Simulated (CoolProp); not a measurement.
Properties of cis-2-butene along the isobar 5610 kPa (Tc = 435.8 K, pc = 4236 kPa, ω = 0.202).

The numbers come from the reference Helmholtz-energy equation of state, Lemmon 2005 in CoolProp. It is a short technical equation, of lower accuracy than the large ones.

| T (K) | phase | Joule-Thomson coefficient (K/MPa) | expansivity (1/kK) |
|---|---|---|---|
| 212.9 | liquid | ? | 1.412 |
| 244.6 | liquid | ? | 1.507 |
| 276.4 | liquid | -0.3933 | ? |
| 308.1 | liquid | ? | 1.872 |
| 339.8 | liquid | -0.1773 | 2.222 |
| 371.6 | liquid | ? | ? |
| 403.3 | liquid | 0.4937 | ? |
| 435 | liquid | 2.156 | ? |

**Question.** Fill in the missing entries.

**Answer.** 
- 212.9, Joule-Thomson coefficient (K/MPa): -0.4931
- 244.6, Joule-Thomson coefficient (K/MPa): -0.4535
- 276.4, expansivity (1/kK): 1.652
- 308.1, Joule-Thomson coefficient (K/MPa): -0.3067
- 371.6, Joule-Thomson coefficient (K/MPa): 0.03999
- 371.6, expansivity (1/kK): 2.840
- 403.3, expansivity (1/kK): 4.192
- 435, expansivity (1/kK): 9.852
